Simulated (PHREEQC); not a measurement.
Dissolve 0.29 mol/kgw MnSO4, 0.056 mol/kgw H3AsO4, 3.8e-05 mol/kgw H2SO4 and 0.21 mol/kgw Na2SO4 at 25 °C. Closed to the air; pH follows from the charge balance.

Equilibrium calculation in PHREEQC: ion-association model, wateq4f.dat.

| quantity | before | after |
|---|---|---|
| pH | 2.32 | 5.01 |
| ionic strength (mol/kgw) | 1.02 | 1.01 |
| SO4-2 (mol/kgw) | 0.248 | 0.266 |
| HSO4- (mol/kgw) | 0.0285 | 6.29e-5 |

### Question
What was changed between the two runs?
A. H2SO4 from 3.8e-05 to 4.18e-05 mol/kgw
B. Na2SO4 replaced by KHSO4 at the same molality
C. H3AsO4 left out
D. MnSO4 left out

### Answer
C, H3AsO4 left out

No solid was allowed to form. The ionic strength passes 0.7 mol/kgw, the rough limit of the ion-association models, in every such run. The database has no arsenate complexes of Mn.
